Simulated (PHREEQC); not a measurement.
Consider water at 15 °C with 0.0039 mol/kgw HF, 0.076 mol/kgw (NH4)2SiF6, 0.015 mol/kgw HBF4 and 0.037 mol/kgw HCl. It is in equilibrium with CO2 at log p = -3.4 (atm). Otherwise closed; pH follows from the charge balance.

Equilibrium calculation in PHREEQC: ion-association model, phreeqc.dat.

This is a speciation only: nothing precipitates in the calculation.

Problem. Predict the pH, activity of water.

Solution. pH 1.39; activity of water 0.994.

Problem. In which forms is B present?

Solution. BF4- 91 %, H3BO3 5.5 %, BF3OH- 3.2 % of the B.

Examples of supersaturated solids here: Quartz (slow to form). Others may be too. SiF6-2 is the database's only silicon fluoride. Real BF4- forms and hydrolyses slowly; the run takes it at equilibrium.
